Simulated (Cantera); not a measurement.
## Premixed flame

A freely propagating, adiabatic, planar premixed flame of C₃H₈ : O₂ : N₂ : CO₂ = 1 : 3.33 : 12.5 : 3.5 (molar parts), unburnt at 475 K and 0.190 bar; mixture-averaged transport, grid criteria slope 0.08 and curve 0.16, no radiation.

Detailed kinetics in Cantera: GRI-Mech 3.0 (53 species, 325 reactions). GRI-Mech 3.0 was tuned for natural gas; its chemistry of propane as a main component is partial and can be far from experiment. Burning velocities carry a grid error of a few per cent, more on coarse grids.

```json
[
 {"z (mm)": "-8.86", "T (K)": "476", "u (m/s)": "0.322", "x C₃H₈": "0.0490", "x O₂": "0.163", "x CO₂": "0.171", "x NO": "<1e-8", "x O": "<1e-8", "x CH₄": "6.82e-6"},
 {"z (mm)": "-5.91", "T (K)": "481", "u (m/s)": "0.327", "x C₃H₈": "0.0487", "x O₂": "0.161", "x CO₂": "0.171", "x NO": "1.38e-8", "x O": "<1e-8", "x CH₄": "3.91e-5"},
 {"z (mm)": "-4.43", "T (K)": "500", "u (m/s)": "0.343", "x C₃H₈": "0.0484", "x O₂": "0.158", "x CO₂": "0.169", "x NO": "6.19e-8", "x O": "<1e-8", "x CH₄": "0.000145"},
 {"z (mm)": "-2.95", "T (K)": "595", "u (m/s)": "0.414", "x C₃H₈": "0.0463", "x O₂": "0.146", "x CO₂": "0.167", "x NO": "3.67e-7", "x O": "<1e-8", "x CH₄": "0.000607"},
 {"z (mm)": "-1.48", "T (K)": "938", "u (m/s)": "0.678", "x C₃H₈": "0.0308", "x O₂": "0.104", "x CO₂": "0.161", "x NO": "2.00e-6", "x O": "3.21e-7", "x CH₄": "0.00218"},
 {"z (mm)": "-0.738", "T (K)": "1233", "u (m/s)": "0.919", "x C₃H₈": "0.0109", "x O₂": "0.0668", "x CO₂": "0.160", "x NO": "3.72e-6", "x O": "1.26e-5", "x CH₄": "0.00325"},
 {"z (mm)": "0", "T (K)": "1512", "u (m/s)": "1.15", "x C₃H₈": "0.000301", "x O₂": "0.0295", "x CO₂": "0.161", "x NO": "6.43e-6", "x O": "0.000127", "x CH₄": "0.00220"},
 {"z (mm)": "0.738", "T (K)": "1645", "u (m/s)": "1.26", "x C₃H₈": "2.34e-7", "x O₂": "0.00993", "x CO₂": "0.162", "x NO": "1.09e-5", "x O": "0.000265", "x CH₄": "0.000452"},
 {"z (mm)": "1.48", "T (K)": "1682", "u (m/s)": "1.29", "x C₃H₈": "<1e-8", "x O₂": "0.00323", "x CO₂": "0.164", "x NO": "1.52e-5", "x O": "0.000284", "x CH₄": "5.52e-5"},
 {"z (mm)": "2.95", "T (K)": "1695", "u (m/s)": "1.30", "x C₃H₈": "<1e-8", "x O₂": "0.000725", "x CO₂": "0.165", "x NO": "2.00e-5", "x O": "0.000240", "x CH₄": "9.50e-7"},
 {"z (mm)": "5.91", "T (K)": "1703", "u (m/s)": "1.31", "x C₃H₈": "<1e-8", "x O₂": "0.000426", "x CO₂": "0.165", "x NO": "2.35e-5", "x O": "0.000192", "x CH₄": "<1e-8"},
 {"z (mm)": "11.8", "T (K)": "1714", "u (m/s)": "1.31", "x C₃H₈": "<1e-8", "x O₂": "0.000296", "x CO₂": "0.165", "x NO": "2.51e-5", "x O": "0.000134", "x CH₄": "<1e-8"},
 {"z (mm)": "23.6", "T (K)": "1727", "u (m/s)": "1.32", "x C₃H₈": "<1e-8", "x O₂": "0.000164", "x CO₂": "0.164", "x NO": "2.56e-5", "x O": "7.34e-5", "x CH₄": "<1e-8"}
]
```
x: mole fraction of selected species; z is measured from the peak of heat release.

```
Quantity                     Result
------------------------  ---------
laminar burning velocity  32.0 cm/s
thermal thickness           2.95 mm
peak x(O)                  0.000288
peak x(CH₄)                 0.00331
grid points                     134
```
